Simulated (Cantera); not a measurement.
Gas mixture: 31.2 % CH₃OH, 49.0 % C₂H₆, 19.8 % N₂, at 8.40 bar, frozen composition.

Cantera's kinetic-theory transport with the Lennard-Jones parameters of GRI-Mech 3.0, ideal gas; thermal conductivity in the mixture-averaged form. Polar gases are described roughly by these parameters. The composition is frozen, though it would react at the higher temperatures.

D: mixture-averaged diffusion coefficient of that species in the mixture.

```json
[
 {"T (K)": "400", "ρ (kg/m³)": "7.65", "cp (J/kg/K)": "?", "μ (µPa s)": "14.0", "λ (mW/m/K)": "32.6", "Pr": "0.763", "D (cm²/s) H₂O": "0.0345", "D (cm²/s) O": "0.0504", "D (cm²/s) H": "0.187"},
 {"T (K)": "650", "ρ (kg/m³)": "4.71", "cp (J/kg/K)": "?", "μ (µPa s)": "21.3", "λ (mW/m/K)": "66.2", "Pr": "0.792", "D (cm²/s) H₂O": "0.0885", "D (cm²/s) O": "0.118", "D (cm²/s) H": "0.448"},
 {"T (K)": "900", "ρ (kg/m³)": "3.40", "cp (J/kg/K)": "?", "μ (µPa s)": "27.6", "λ (mW/m/K)": "101", "Pr": "0.807", "D (cm²/s) H₂O": "0.162", "D (cm²/s) O": "0.205", "D (cm²/s) H": "0.789"},
 {"T (K)": "1150", "ρ (kg/m³)": "2.66", "cp (J/kg/K)": "3326", "μ (µPa s)": "33.1", "λ (mW/m/K)": "134", "Pr": "0.822", "D (cm²/s) H₂O": "0.252", "D (cm²/s) O": "0.310", "D (cm²/s) H": "1.20"},
 {"T (K)": "1400", "ρ (kg/m³)": "2.18", "cp (J/kg/K)": "3591", "μ (µPa s)": "38.2", "λ (mW/m/K)": "165", "Pr": "0.828", "D (cm²/s) H₂O": "0.356", "D (cm²/s) O": "0.432", "D (cm²/s) H": "1.67"},
 {"T (K)": "1650", "ρ (kg/m³)": "1.85", "cp (J/kg/K)": "3783", "μ (µPa s)": "42.8", "λ (mW/m/K)": "195", "Pr": "0.831", "D (cm²/s) H₂O": "0.474", "D (cm²/s) O": "0.568", "D (cm²/s) H": "2.20"},
 {"T (K)": "1900", "ρ (kg/m³)": "1.61", "cp (J/kg/K)": "3922", "μ (µPa s)": "47.1", "λ (mW/m/K)": "222", "Pr": "0.832", "D (cm²/s) H₂O": "0.604", "D (cm²/s) O": "0.718", "D (cm²/s) H": "2.79"}
]
```

Q: What belongs in the gaps?

A: 
- 400, cp (J/kg/K): 1776
- 650, cp (J/kg/K): 2460
- 900, cp (J/kg/K): 2949
